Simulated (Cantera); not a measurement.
Input (Python, Cantera) and output of one run.

```python
import numpy as np
import cantera as ct

gas_names = """
    AL ALCL ALCL2 ALCL3 ALN ALO ALOCL ALO2 AL2 AL2CL6 AL2O AL2O2 CL CLO CL2 N NO NO2 NO3 N2 N2O O O2 O3
""".split()
cond_names = """
    AL(cr) AL(L) ALCL3(s) ALCL3(L) ALN(s) AL2O3(a) AL2O3(L)
""".split()


# ... load() reads the species with a 1 bar reference pressure and builds the phases ...
atoms = {
    'AlCl3': {'AL': 1, 'CL': 3},
    'O2': {'O': 2},
    'N2': {'N': 2},
}
top_T = {'ALN(s)': 2750}  # K; cautious upper limits of use, not melting points


# ... equilibrate(T, P, feed) seeds the gas with the atoms and calls Mixture.equilibrate('TP', solver="vcs", rtol=1e-11, max_steps=5000) ...
results = []
feed = {'AlCl3': 1, 'O2': 1.6, 'N2': 2.9}  # mol
P = 110  # Pa
for T in [925, 975, 1025, 1075, 1125, 1175, 1225, 1275, 1325, 1375, 1425, 1475, 1525, 1575]:
    mix = equilibrate(T, P, feed)
    results.append((T, P, feed, dict(zip(mix.species_names, mix.species_moles))))
    x = sorted(zip(gas.X, gas.species_names), reverse=True)
    print(f"T = {T:g} K  P = {P:g} Pa  gas = {mix.phase_moles(0):.4g} mol")
    print("   x: " + "  ".join(f"{s} {v:.3e}" for v, s in x if v > 1e-05))
    print("   condensed (mol): " + ("  ".join(f"{mix.phase(i).name} {mix.phase_moles(i):.4g}"
          for i in range(1, mix.n_phases) if mix.phase_moles(i) > 1e-12) or "none"))
```

Output:

```
T = 925 K  P = 110 Pa  gas = 5.255 mol
   x: N2 5.519e-01  CL2 2.845e-01  O2 1.617e-01  CL 1.861e-03
   condensed (mol): AL2O3(a) 0.5
T = 975 K  P = 110 Pa  gas = 5.261 mol
   x: N2 5.512e-01  CL2 2.830e-01  O2 1.616e-01  CL 4.247e-03  NO 1.731e-05
   condensed (mol): AL2O3(a) 0.5
T = 1025 K  P = 110 Pa  gas = 5.274 mol
   x: N2 5.499e-01  CL2 2.800e-01  O2 1.612e-01  CL 8.926e-03  NO 2.993e-05
   condensed (mol): AL2O3(a) 0.5
T = 1075 K  P = 110 Pa  gas = 5.296 mol
   x: N2 5.475e-01  CL2 2.745e-01  O2 1.605e-01  CL 1.744e-02  NO 4.909e-05  CLO 1.191e-05
   condensed (mol): AL2O3(a) 0.5
T = 1125 K  P = 110 Pa  gas = 5.335 mol
   x: N2 5.435e-01  CL2 2.652e-01  O2 1.593e-01  CL 3.186e-02  NO 7.678e-05  CLO 1.935e-05
   condensed (mol): AL2O3(a) 0.5
T = 1175 K  P = 110 Pa  gas = 5.397 mol
   x: N2 5.372e-01  CL2 2.506e-01  O2 1.574e-01  CL 5.464e-02  NO 1.150e-04  CLO 2.972e-05
   condensed (mol): AL2O3(a) 0.5
T = 1225 K  P = 110 Pa  gas = 5.492 mol
   x: N2 5.280e-01  CL2 2.291e-01  O2 1.547e-01  CL 8.808e-02  NO 1.656e-04  CLO 4.312e-05  ALCL3 1.225e-05
   condensed (mol): AL2O3(a) 0.5
T = 1275 K  P = 110 Pa  gas = 5.625 mol
   x: N2 5.155e-01  CL2 2.000e-01  O2 1.510e-01  CL 1.333e-01  NO 2.300e-04  CLO 5.894e-05  ALCL3 2.622e-05
   condensed (mol): AL2O3(a) 0.4999
T = 1325 K  P = 110 Pa  gas = 5.797 mol
   x: N2 5.001e-01  CL 1.887e-01  CL2 1.643e-01  O2 1.465e-01  NO 3.090e-04  CLO 7.564e-05  ALCL3 4.780e-05
   condensed (mol): AL2O3(a) 0.4999
T = 1375 K  P = 110 Pa  gas = 5.998 mol
   x: N2 4.833e-01  CL 2.493e-01  O2 1.415e-01  CL2 1.253e-01  NO 4.038e-04  CLO 9.091e-05  ALCL3 7.321e-05
   condensed (mol): AL2O3(a) 0.4998
T = 1425 K  P = 110 Pa  gas = 6.203 mol
   x: N2 4.672e-01  CL 3.073e-01  O2 1.368e-01  CL2 8.799e-02  NO 5.169e-04  CLO 1.024e-04  ALCL3 9.347e-05  O 1.547e-05
   condensed (mol): AL2O3(a) 0.4997
T = 1475 K  P = 110 Pa  gas = 6.384 mol
   x: N2 4.540e-01  CL 3.551e-01  O2 1.328e-01  CL2 5.722e-02  NO 6.523e-04  CLO 1.090e-04  ALCL3 1.005e-04  O 3.154e-05
   condensed (mol): AL2O3(a) 0.4997
T = 1525 K  P = 110 Pa  gas = 6.52 mol
   x: N2 4.444e-01  CL 3.895e-01  O2 1.299e-01  CL2 3.511e-02  NO 8.152e-04  CLO 1.110e-04  ALCL3 9.398e-05  O 6.156e-05
   condensed (mol): AL2O3(a) 0.4997
T = 1575 K  P = 110 Pa  gas = 6.611 mol
   x: N2 4.381e-01  CL 4.117e-01  O2 1.280e-01  CL2 2.087e-02  NO 1.010e-03  O 1.155e-04  CLO 1.096e-04  ALCL3 7.981e-05
   condensed (mol): AL2O3(a) 0.4997
```

Equilibrium computed with Cantera from the NASA thermochemical tables; the gas is ideal and each condensed phase is pure. Condensed phases not in the tables: AlOCl.
